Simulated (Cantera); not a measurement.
An adiabatic, constant-volume homogeneous reactor starts with 10.3 % CH₄, 9.46 % CO, 16.9 % O₂, 63.4 % N₂, equivalence ratio 1.5, at 1473 K and 22000 Pa.

Detailed kinetics in Cantera: GRI-Mech 3.0 (53 species, 325 reactions).

x: mole fraction; the columns are a selection and need not sum to one.

| t (s) | T (K) | P (bar) | x CH₄ | x CO | x O₂ | x C₂H₂ | x HO₂ |
|---|---|---|---|---|---|---|---|
| 2.00e-6 | 1473 | 0.220 | 0.103 | 0.0946 | 0.169 | <1e-12 | 2.24e-8 |
| 6.21e-6 | 1473 | 0.220 | 0.103 | 0.0946 | 0.169 | <1e-12 | 6.84e-8 |
| 1.93e-5 | 1473 | 0.220 | 0.103 | 0.0946 | 0.169 | <1e-12 | (withheld) |
| 5.99e-5 | 1473 | 0.220 | 0.103 | 0.0946 | 0.169 | <1e-12 | 5.18e-7 |
| 0.000186 | 1473 | 0.220 | 0.103 | 0.0946 | 0.169 | <1e-12 | 9.96e-7 |
| 0.000578 | 1473 | 0.220 | 0.103 | 0.0945 | 0.169 | 5.58e-11 | 1.30e-6 |
| 0.00179 | 1474 | 0.220 | 0.102 | 0.0945 | 0.168 | (withheld) | (withheld) |
| 0.00557 | 1855 | 0.286 | 0.0466 | 0.116 | 0.118 | 0.000924 | 0.000254 |
| 0.0173 | 2783 | 0.448 | <1e-12 | 0.132 | 0.00668 | <1e-12 | 1.89e-6 |
| 0.0537 | 2783 | 0.448 | <1e-12 | 0.132 | 0.00668 | <1e-12 | 1.89e-6 |
| 0.167 | 2783 | 0.448 | <1e-12 | 0.132 | 0.00668 | <1e-12 | 1.89e-6 |
| 0.518 | 2783 | 0.448 | <1e-12 | 0.132 | 0.00668 | <1e-12 | 1.89e-6 |
| 1.61 | 2783 | 0.448 | <1e-12 | 0.132 | 0.00668 | <1e-12 | 1.89e-6 |
| 5.00 | 2783 | 0.448 | <1e-12 | 0.132 | 0.00668 | <1e-12 | 1.89e-6 |

**Question.** What belongs in the gaps?

**Answer.** 
- 1.93e-5, x HO₂: 2.00e-7
- 0.00179, x C₂H₂: 1.41e-8
- 0.00179, x HO₂: 2.90e-6
